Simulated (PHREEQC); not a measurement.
Make-up at 60 °C: 0.0049 mol/kgw NaH2PO4, 0.0012 mol/kgw Na2HPO4 and 0.00042 mol/kgw NaCl. Closed to the air; pH follows from the charge balance.

Equilibrium calculation in PHREEQC: ion-association model, phreeqc.dat.

```tsv
quantity	before	after
pH	6.38	8.54
ionic strength (mol/kgw)	0.00890	0.00398
H2PO4- (mol/kgw)	0.00490	3.65e-5
HPO4-2 (mol/kgw)	0.00119	0.00116
NaHPO4- (mol/kgw)	1.18e-5	4.77e-6
PO4-3 (mol/kgw)	4.13e-9	4.90e-7
SI of Halite (NaCl)	-7.18	-7.59
```

Which change was made?
(A) Na2HPO4 from 0.0012 to 0.006 mol/kgw
(B) NaH2PO4 left out
(C) NaCl from 0.00042 to 0.00021 mol/kgw
(D) temperature from 60 to 85 °C
(E) temperature from 60 to 15 °C

B, NaH2PO4 left out

This is a speciation only: nothing precipitates in the calculation. At this temperature some constants are extrapolated from 25 °C, and those without enthalpy data are left unchanged.
